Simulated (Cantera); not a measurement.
Input (Python, Cantera):

```python
import numpy as np
import cantera as ct

gas = ct.Solution("h2o2.yaml")
gas.TPX = 998, 1333, {'H2': 0.011, 'O2': 1, 'N2': 1.7}
reactor = ct.IdealGasConstPressureReactor(gas, energy="off", clone=False)
net = ct.ReactorNet([reactor])
net.rtol, net.atol = 1e-08, 1e-18
show = ['H2', 'O2', 'O', 'OH', 'HO2']
times = np.geomspace(8e-06, 20, 10)

steps = ct.SolutionArray(gas, extra=["t"])
rows = []
print(f"{'t/s':>10s}{'T/K':>9s}{'P/Pa':>11s}" + "".join(f"{s:>11s}" for s in show))
for t in times:
    while net.time < t:
        t_next = net.step()
        steps.append(gas.state, t=t_next)
    rows.append([np.interp(t, steps.t, y) for y in (steps.T, steps.P, *steps(*show).X.T)])
    print(f"{t:10.3e}{rows[-1][0]:9.1f}{rows[-1][1]:11.4g}" + "".join(f"{x:11.3e}" for x in rows[-1][2:]))
rate = np.gradient(steps.T, steps.t)
print("integrator steps:", len(steps.t))
if steps.T.max() > steps.T[0] + 200:
    print(f"time of steepest temperature rise: {steps.t[rate.argmax()]:.4e} s")
gas.TPX = 998, 1333, {'H2': 0.011, 'O2': 1, 'N2': 1.7}
gas.equilibrate("TP")
print(f"equilibrium (TP): T = {gas.T:.1f} K  " + "  ".join(f"{s} {gas[s].X[0]:.3e}" for s in show))
```

Output:

```
       t/s      T/K       P/Pa         H2         O2          O         OH        HO2
 8.000e-06    998.0       1333  4.058e-03  3.689e-01  1.318e-15  1.315e-15  1.100e-13
 4.111e-05    998.0       1333  4.058e-03  3.689e-01  3.176e-14  3.151e-14  5.656e-13
 2.113e-04    998.0       1333  4.058e-03  3.689e-01  7.192e-13  6.899e-13  2.915e-12
 1.086e-03    998.0       1333  4.058e-03  3.689e-01  1.160e-11  9.421e-12  1.511e-11
 5.580e-03    998.0       1333  4.058e-03  3.689e-01  2.442e-10  1.384e-10  8.136e-11
 2.867e-02    998.0       1333  4.055e-03  3.689e-01  1.532e-06  8.069e-07  3.225e-08
 1.474e-01    998.0       1333  1.657e-05  3.666e-01  1.452e-03  1.092e-04  7.552e-07
 7.573e-01    998.0       1333  1.858e-06  3.674e-01  1.944e-04  3.728e-05  2.798e-07
 3.892e+00    998.0       1333  9.408e-08  3.676e-01  1.117e-05  8.972e-06  4.875e-08
 2.000e+01    998.0       1333  5.076e-09  3.676e-01  6.904e-07  2.254e-06  5.325e-09
integrator steps: 1597
equilibrium (TP): T = 998.0 K  H2 4.813e-12  O2 3.676e-01  O 7.820e-10  OH 7.570e-08  HO2 9.402e-11
```

Detailed kinetics in Cantera: the H2/O2 subset of GRI-Mech 3.0, which has no nitrogen chemistry. Radical loss at walls, strong at low pressure, is not modelled.
